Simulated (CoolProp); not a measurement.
Vapour-liquid equilibrium of benzene (1) + p-xylene (2) at 0.606 MPa; x and y are mole fractions of (1).

Values from CoolProp's multi-fluid Helmholtz-energy mixture model, Thol 2012 and Zhou 2012; pair parameters Bell 2016.

Question: Give the bubble temperature and the first vapour's composition at x = 0.05, 0.35, 0.65. Is there an azeotrope?

Answer: x = 0.05: 488.7 K, y = 0.119; x = 0.35: 461.9 K, y = 0.616; x = 0.65: 442.0 K, y = 0.859. No azeotrope shows between x = 0.05 and 0.95.

The pair parameters rest on a limited set of measurements; away from them the model extrapolates.
